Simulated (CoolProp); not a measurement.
Model: reference Helmholtz-energy equation of state, de Reuck 1990, in CoolProp.

Q: For fluorine, give the phase and the cv (kJ/(kg K)), speed of sound (m/s), Joule-Thomson coefficient (K/MPa) at 26.85 °C and 1800 kPa; 26.85 °C and 1960 kPa.

A: 
- 26.85 °C and 1800 kPa: gas; cv 0.607, speed of sound 300, Joule-Thomson coefficient 1.85
- 26.85 °C and 1960 kPa: gas; cv 0.607, speed of sound 300, Joule-Thomson coefficient 1.84
